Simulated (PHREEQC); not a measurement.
Consider water at 25 °C and 50 atm with 0.9 mmol/kgw MgCl2, 0.0155 mmol/kgw NaF and 90 mmol/kgw NaCl. Closed to the air; pH follows from the charge balance.

All values are PHREEQC results (ion-association model, phreeqc.dat), not measurements.

Precipitation was switched off in this run.

**Question.** Order these F species by the share of F that they hold, largest first: F-, MgF+, NaF.

**Answer.** F- (95 %), NaF (2.9 %), MgF+ (2.2 %)

The pH is 6.95 and the ionic strength 0.0927 mol/kgw. Under pressure, the constants of complexes without a molar volume in the database are unreliable.
